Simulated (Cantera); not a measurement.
Feed: 1 mol TiO2, 2.7 mol HCl, 0.64 mol H2O, at 1398 K and 7.50 Torr.

Equilibrium computed with Cantera from the NASA thermochemical tables; the gas is ideal and each condensed phase is pure. Candidate condensed phases: H2O, Ti, TiCl2, TiCl3, TiCl4, TiO, TiO2, Ti2O3, Ti3O5, Ti4O7; 23 gas species. The numbers say what is thermodynamically allowed, not how fast it happens.

Base state: HCl 0.807, H2O 0.191, Cl 0.00124, H2 0.000645, Cl2 1.96e-5 (mole fractions); condensed: TiO2(rutile).

What changes in the equilibrium state with this change: pressure from 7.50 Torr to 135 Torr?


```json
[
 {"species": "HCl", "before": "0.807", "after": "0.808"},
 {"species": "H2O", "before": "0.191", "after": "0.192"},
 {"species": "Cl", "before": "0.00124", "after": "0.000449"},
 {"species": "H2", "before": "0.000645", "after": "0.000273"},
 {"species": "Cl2", "before": "1.96e-5", "after": "4.63e-5"},
 {"species": "TiO2(rutile), mol", "before": "1.00", "after": "1.000"}
]
```
Gases not in the tables: TiO(OH)2.
